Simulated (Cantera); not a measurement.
Feed: 1 mol Si, a varied amount of HCl, equilibrated at 9.10 Pa.

Method: chemical equilibrium by Gibbs-energy minimisation in Cantera with the NASA 1993 tables (ideal gas, pure condensed phases). Candidate condensed phases: Si; 19 gas species. The tables' values for SiCl3 are old estimates. Kinetics and transport are ignored.

Stable condensed phases, one row left out:

```
T in K \ n(HCl) in mol
         3.1   4 5.3 6.9   9  12  15
   1423    A   A   A   A   A   A   A
   1373    A   A   A   A   A   A   A
   1323    A   A   A   A   A   A   A
   1273    A   A   A   A   A   A   A
   1223    A   A   A   A   A   A   A
   1173    A   A   A   A   A   A   A
   1123    B   A   A   A   A   A   A
   1073    B   A   A   A   A   A   A
    973    B   B   A   A   A   A   A
```

A: gas only; B: Si.

Task: Give the row for 1023 K.

Result: 3.1: Si; 4: gas only; 5.3: gas only; 6.9: gas only; 9: gas only; 12: gas only; 15: gas only.
